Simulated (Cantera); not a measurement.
Cantera run, input and output.

```python
import numpy as np
import cantera as ct

gas = ct.Solution("h2o2.yaml")
gas.TPX = 450, 14000, {'H2': 1, 'O2': 0.833, 'N2': 3.13}
flame = ct.FreeFlame(gas, width=0.16)
flame.set_refine_criteria(ratio=3, slope=0.08, curve=0.16)
flame.transport_model = "unity-Lewis-number"
flame.solve(loglevel=0, auto=True)
z, T = flame.grid, flame.T
thick = (T[-1] - T[0]) / np.gradient(T, z).max()
show = ['H2', 'O2', 'O', 'H2O', 'HO2', 'H2O2']
print(f"laminar burning velocity  {flame.velocity[0] * 100:.3f} cm/s")
print(f"burnt temperature         {T[-1]:.1f} K")
print(f"thermal thickness         {thick * 1e3:.4f} mm")
print(f"grid points               {len(z)}")
z0 = z[flame.heat_release_rate.argmax()]
print(f"{'z/mm':>9s}{'T/K':>9s}{'u/(m/s)':>9s}" + "".join(f"{s:>11s}" for s in show))
rows = []
for k in (-3, -2, -1.5, -1, -0.5, -0.25, 0, 0.25, 0.5, 1, 2, 4, 8):
    zz = z0 + k * thick
    rows.append([k * thick, np.interp(zz, z, T), np.interp(zz, z, flame.velocity),
                 *(np.interp(zz, z, flame.X[gas.species_index(s)]) for s in show)])
    print(f"{rows[-1][0] * 1e3:9.3f}{rows[-1][1]:9.1f}{rows[-1][2]:9.3f}" + "".join(f"{x:11.3e}" for x in rows[-1][3:]))
```

Result:

```
laminar burning velocity  163.626 cm/s
burnt temperature         1954.3 K
thermal thickness         3.4839 mm
grid points               114
     z/mm      T/K  u/(m/s)         H2         O2          O        H2O        HO2       H2O2
  -10.452    450.0    1.636  2.015e-01  1.678e-01  4.798e-12  3.909e-08  8.035e-10  5.179e-11
   -6.968    450.0    1.636  2.015e-01  1.678e-01  2.633e-10  1.130e-06  2.297e-08  1.497e-09
   -5.226    450.1    1.637  2.015e-01  1.678e-01  3.307e-09  8.780e-06  1.761e-07  1.160e-08
   -3.484    450.9    1.639  2.014e-01  1.678e-01  5.964e-08  1.042e-04  2.056e-06  1.350e-07
   -1.742    491.7    1.783  1.968e-01  1.656e-01  9.494e-06  5.160e-03  6.611e-05  3.435e-06
   -0.871    700.2    2.507  1.677e-01  1.526e-01  3.206e-04  3.493e-02  4.757e-05  2.676e-06
    0.000   1059.4    3.709  7.853e-02  1.134e-01  5.555e-03  1.138e-01  1.992e-05  1.013e-06
    0.871   1288.9    4.443  2.354e-02  8.472e-02  1.352e-02  1.651e-01  1.156e-05  1.231e-06
    1.742   1406.6    4.805  1.663e-02  7.893e-02  1.457e-02  1.771e-01  9.013e-06  9.465e-07
    3.484   1535.3    5.192  1.456e-02  7.637e-02  1.276e-02  1.859e-01  7.016e-06  5.561e-07
    6.968   1662.2    5.566  1.170e-02  7.453e-02  9.821e-03  1.951e-01  5.276e-06  2.871e-07
   13.936   1773.0    5.885  8.163e-03  7.338e-02  6.573e-03  2.041e-01  3.691e-06  1.531e-07
   27.871   1858.1    6.127  4.742e-03  7.296e-02  3.705e-03  2.117e-01  2.317e-06  8.801e-08
```

Model: the H2/O2 subset of GRI-Mech 3.0, which has no nitrogen chemistry, integrated in Cantera. Unity Lewis numbers drop preferential diffusion, which matters most where H2 and H carry the flame. Burning velocities carry a grid error of a few per cent, more on coarse grids. Lean hydrogen flames are cellular in practice and burn faster than this planar one.
